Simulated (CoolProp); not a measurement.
Vapour pressure (MPa) of dimethyl ether: the reference equation beside estimates from Tc = 400.4 K, pc = 5.337 MPa, ω = 0.196. Clausius-Clapeyron is anchored at 274.9 K with a constant enthalpy of vaporisation of 19.94 kJ/mol.

The numbers come from the reference Helmholtz-energy equation of state, Wu 2011 in CoolProp.

```csv
T (K),reference,Lee-Kesler,Clausius-Clapeyron,van der Waals,Redlich-Kwong,Soave-Redlich-Kwong,Peng-Robinson
274.9,0.2834,0.2830,0.2834,0.9686,0.3956,0.2829,0.2827
288.7,0.4450,0.4461,0.4300,1.242,?,0.4461,0.4435
302.6,0.6697,0.6730,0.6297,1.564,0.8634,0.6741,0.6678
316.4,0.9672,0.9730,?,1.933,1.202,0.9773,0.9662
330.2,1.353,1.361,1.221,2.352,?,?,1.355
344,1.841,1.851,?,2.823,2.135,?,1.848
357.9,2.454,2.465,2.142,3.354,2.751,2.496,2.470
371.7,3.202,3.214,2.747,3.937,3.470,3.254,3.227
```

### Question
What belongs in the gaps?

### Answer

- 288.7, Redlich-Kwong: 0.5964
- 316.4, Clausius-Clapeyron: 0.8897
- 330.2, Redlich-Kwong: 1.623
- 330.2, Soave-Redlich-Kwong: 1.371
- 344, Clausius-Clapeyron: 1.634
- 344, Soave-Redlich-Kwong: 1.871

Absolute difference from the reference over all 8 rows, mean and median: Lee-Kesler 0.4 and 0.5 %, Clausius-Clapeyron 8.2 and 8.9 %, van der Waals 105.1 and 86.8 %, Redlich-Kwong 22.9 and 22.1 %, Soave-Redlich-Kwong 1.1 and 1.2 %, Peng-Robinson 0.4 and 0.3 %.
